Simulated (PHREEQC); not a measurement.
Dissolve 130 mmol/kgw MgSO4, 14 mmol/kgw H3BO3 and 160 mmol/kgw MgCl2 at 25 °C. Closed to the air; pH follows from the charge balance.

Model: Pitzer model, pitzer.dat, run in PHREEQC.

**Question.** The ionic strength comes out as 1.00 mol/kgw. What activity coefficients do B(OH)4-, Cl-, H+, SO4-2, HSO4- get?

**Answer.** B(OH)4- 0.35, Cl- 0.60, H+ 0.73, SO4-2 0.063, HSO4- 0.65. Single-ion values are on the MacInnes scale.

This is a speciation only: nothing precipitates in the calculation. Species that the database lacks are ignored.
